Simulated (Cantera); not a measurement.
A freely propagating, adiabatic, planar premixed flame of 18.4 % H2, 17.4 % O2, 64.2 % N2, unburnt at 698 K and 0.110 bar; mixture-averaged transport, grid criteria slope 0.08 and curve 0.16, no radiation.

Computed with Cantera and the H2/O2 subset of GRI-Mech 3.0, which has no nitrogen chemistry. Burning velocities carry a grid error of a few per cent, more on coarse grids. Lean hydrogen flames are cellular in practice and burn faster than this planar one.

**Question.** Predict: laminar burning velocity; thermal thickness; peak x(OH); peak x(H2O2); peak x(HO2).

**Answer.** 
```json
{
 "laminar_burning_velocity": "594 cm/s",
 "thermal_thickness": "9.15 mm",
 "peak x(OH)": "0.0121",
 "peak x(H2O2)": "1.00e-6",
 "peak x(HO2)": "3.21e-5"
}
```
